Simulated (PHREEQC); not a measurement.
A PHREEQC speciation (ion-association model, phreeqc.dat) at 25 °C gives pH 5.92 and these molalities:

| species | mol/kgw |
|---|---|
| Cd+2 | 0.0587 |
| CdSO4 | 0.0507 |
| SO4-2 | 0.0382 |
| Cd(SO4)2-2 | 0.0205 |

Task: What are the element totals, and what could have been dissolved in 1 kg of water to give them?

Result: Several could match; the one computed here: totals Cd 0.130, S(6) 0.130 mol/kgw, from 0.13 mol CdSO4 per kg of water.

This is a speciation only: nothing precipitates in the calculation. Species that the database lacks are ignored.
